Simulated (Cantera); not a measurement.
Low-pressure radical oxidation in H2/O2

An isothermal, constant-pressure homogeneous reactor starts with H₂ : O₂ : N₂ = 0.15 : 1 : 2.7 (molar parts), at 1250 K and 15.8 Torr.

Computed with Cantera and the H2/O2 subset of GRI-Mech 3.0, which has no nitrogen chemistry. Radical loss at walls, strong at low pressure, is not modelled. The temperature is held fixed by assumption; the heat of reaction is taken as removed at once.

```csv
t (s),x H₂,x O₂,x H₂O,x OH,x O,x H
1.00e-6,0.0390,0.260,<1e-12,<1e-12,<1e-12,3.61e-11
4.44e-6,0.0390,0.260,<1e-12,4.22e-12,4.27e-12,1.57e-10
1.97e-5,0.0390,0.260,1.02e-11,7.34e-11,7.77e-11,6.49e-10
8.77e-5,0.0390,0.260,6.54e-10,9.89e-10,1.22e-9,2.62e-9
0.000390,0.0390,0.260,4.55e-8,1.95e-8,2.87e-8,3.08e-8
0.00173,0.0382,0.259,0.000507,0.000166,0.000251,0.000254
0.00770,0.00125,0.234,0.0321,0.00246,0.0176,0.00893
0.0342,0.000755,0.239,0.0358,0.00192,0.00976,0.00379
0.152,0.000132,0.244,0.0390,0.000807,0.00160,0.000255
0.675,8.38e-6,0.245,0.0396,0.000205,0.000102,4.09e-6
3.00,7.24e-7,0.245,0.0397,6.06e-5,8.86e-6,1.05e-7
```
x: mole fraction; the columns are a selection and need not sum to one.

Equilibrium at this temperature and pressure: H₂ 1.92e-8, O₂ 0.245, H₂O 0.0397, OH 9.92e-6, O 2.38e-7, H 4.66e-10 (gas phase only).
